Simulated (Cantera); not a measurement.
A Cantera script and its output.

```python
import numpy as np
import cantera as ct

surf = ct.Interface("ptcombust.yaml", "Pt_surf")
gas = surf.adjacent["gas"]
gas.TPX = 300, 6100, {'CH4': 0.013, 'O2': 0.059, 'N2': 0.79}
jet = ct.ImpingingJet(gas=gas, width=0.043, surface=surf)
jet.inlet.mdot, jet.inlet.T, jet.inlet.X = 0.09, 300, {'CH4': 0.013, 'O2': 0.059, 'N2': 0.79}
jet.set_refine_criteria(ratio=10, slope=0.2, curve=0.3)
show, cover = ['CH4', 'O2', 'H2O', 'OH', 'CO', 'CO2'], ["PT(S)", "H(S)", "O(S)", "OH(S)", "CO(S)", "C(S)"]

rows = []
print(f"{'Ts/K':>7s}" + "".join(f"{s:>11s}" for s in show + cover) + "   (gas at the wall, coverages)")
for i, Ts in enumerate([950, 1000, 1050, 1100, 1150, 1200, 1250]):
    jet.surface.T = Ts
    if i == 0:
        surf.TP = Ts, 6100
        surf.coverages = "PT(S):0.5, O(S):0.5"
        surf.advance_coverages(1.0)
        jet.set_initial_guess(products="inlet")
    jet.solve(loglevel=0, auto=(i == 0))
    rows.append([*(jet.X[gas.species_index(s), -1] for s in show), *surf[cover].coverages])
    print(f"{Ts:7g}" + "".join(f"{x:11.3e}" for x in rows[-1]))
```

Output:

```
   Ts/K        CH4         O2        H2O         OH         CO        CO2      PT(S)       H(S)       O(S)      OH(S)      CO(S)       C(S)   (gas at the wall, coverages)
    950  8.373e-03  5.422e-02  1.247e-02  6.663e-08  5.106e-06  8.187e-03  3.295e-01  1.387e-07  6.698e-01  7.060e-04  4.623e-06  2.213e-08
   1000  6.689e-03  5.067e-02  1.556e-02  1.828e-07  5.591e-06  1.023e-02  4.057e-01  2.916e-07  5.936e-01  6.853e-04  3.373e-06  2.109e-08
   1050  5.397e-03  4.794e-02  1.791e-02  4.426e-07  6.105e-06  1.179e-02  4.800e-01  5.448e-07  5.193e-01  6.328e-04  2.449e-06  1.950e-08
   1100  4.442e-03  4.594e-02  1.963e-02  9.688e-07  6.747e-06  1.293e-02  5.506e-01  9.342e-07  4.488e-01  5.661e-04  1.809e-06  1.794e-08
   1150  3.747e-03  4.450e-02  2.086e-02  1.946e-06  7.606e-06  1.375e-02  6.162e-01  1.501e-06  3.833e-01  4.960e-04  1.375e-06  1.666e-08
   1200  3.237e-03  4.346e-02  2.174e-02  3.630e-06  8.766e-06  1.434e-02  6.764e-01  2.298e-06  3.232e-01  4.282e-04  1.081e-06  1.574e-08
   1250  2.861e-03  4.272e-02  2.237e-02  6.356e-06  1.034e-05  1.474e-02  7.303e-01  3.381e-06  2.693e-01  3.656e-04  8.797e-07  1.517e-08
```

Model: Deutschmann's 1995 Pt surface mechanism with GRI-Mech 3.0 gas chemistry, integrated in Cantera. Catalytic surfaces can have several steady states; this one follows from the mechanism file's or the stated starting coverage.
